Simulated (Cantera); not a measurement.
## Reactions in the system N-O-P

Source: NASA polynomial tables (part measured, part estimated), evaluated in Cantera. Values are per mole of reaction as written; species without (g) are pure solids or liquids, kept so even where they would boil at 1 bar.

10 N2O(g) + 2 P2(g) = P4O10 + 10 N2(g)

```json
[
 {"T (K)": "423", "ΔH° (kJ)": "-4106.3", "ΔS° (J/K)": "-472.0", "ΔG° (kJ)": "-3906.7", "log10 K": "482.41"},
 {"T (K)": "448", "ΔH° (kJ)": "-4104.8", "ΔS° (J/K)": "-468.5", "ΔG° (kJ)": "-3894.9", "log10 K": "454.12"},
 {"T (K)": "473", "ΔH° (kJ)": "-4103.2", "ΔS° (J/K)": "-465.1", "ΔG° (kJ)": "-3883.2", "log10 K": "428.83"},
 {"T (K)": "498", "ΔH° (kJ)": "-4101.6", "ΔS° (J/K)": "-461.6", "ΔG° (kJ)": "-3871.7", "log10 K": "406.08"},
 {"T (K)": "523", "ΔH° (kJ)": "-4099.8", "ΔS° (J/K)": "-458.3", "ΔG° (kJ)": "-3860.2", "log10 K": "385.52"},
 {"T (K)": "548", "ΔH° (kJ)": "-4098.0", "ΔS° (J/K)": "-454.9", "ΔG° (kJ)": "-3848.7", "log10 K": "366.85"},
 {"T (K)": "573", "ΔH° (kJ)": "-4096.1", "ΔS° (J/K)": "-451.5", "ΔG° (kJ)": "-3837.4", "log10 K": "349.81"},
 {"T (K)": "598", "ΔH° (kJ)": "-4094.2", "ΔS° (J/K)": "-448.1", "ΔG° (kJ)": "-3826.2", "log10 K": "334.20"},
 {"T (K)": "623", "ΔH° (kJ)": "-4092.1", "ΔS° (J/K)": "-444.7", "ΔG° (kJ)": "-3815.0", "log10 K": "319.86"}
]
```
